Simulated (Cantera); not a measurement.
A freely propagating, adiabatic, planar premixed flame of 44.4 % H₂, 11.7 % O₂, 43.9 % N₂, equivalence ratio 1.9, unburnt at 325 K and 101000 Pa; mixture-averaged transport, grid criteria slope 0.08 and curve 0.16, no radiation.

Model: the H2/O2 subset of GRI-Mech 3.0, which has no nitrogen chemistry, integrated in Cantera. Burning velocities carry a grid error of a few per cent, more on coarse grids.

x: mole fraction of selected species; z is measured from the peak of heat release.

```tsv
z (mm)	T (K)	u (m/s)	x H₂	x O₂	x O	x OH	x H₂O	x H₂O₂
-0.993	325	3.45	0.444	0.117	<1e-8	<1e-8	<1e-8	<1e-8
-0.662	325	3.45	0.444	0.117	<1e-8	<1e-8	<1e-8	<1e-8
-0.496	325	3.45	0.444	0.117	<1e-8	<1e-8	<1e-8	<1e-8
-0.331	325	3.46	0.444	0.117	<1e-8	<1e-8	3.03e-7	<1e-8
-0.165	346	3.65	0.439	0.118	1.44e-6	1.13e-5	0.000319	8.48e-6
-0.0827	(withheld)	6.36	0.407	0.113	0.000139	0.000985	0.0194	9.89e-5
0	(withheld)	10.4	0.334	0.0871	0.00150	0.00122	0.0813	1.33e-5
0.0827	(withheld)	13.3	0.250	0.0402	0.00330	0.00281	0.172	1.56e-6
0.165	1504	14.7	0.208	0.0120	0.00236	0.00347	0.226	8.72e-7
0.331	1632	15.9	0.198	0.00131	0.00116	0.00376	0.248	5.01e-7
0.662	1747	16.9	0.205	0.000450	0.000808	0.00386	0.252	2.99e-7
1.32	1855	17.8	0.214	0.000264	0.000499	0.00352	0.255	1.57e-7
2.65	1945	18.5	0.221	0.000133	0.000259	0.00284	0.258	7.73e-8
```

Task: What belongs in the gaps?

Result: 
- -0.0827, T (K): 622
- 0, T (K): 1045
- 0.0827, T (K): 1348
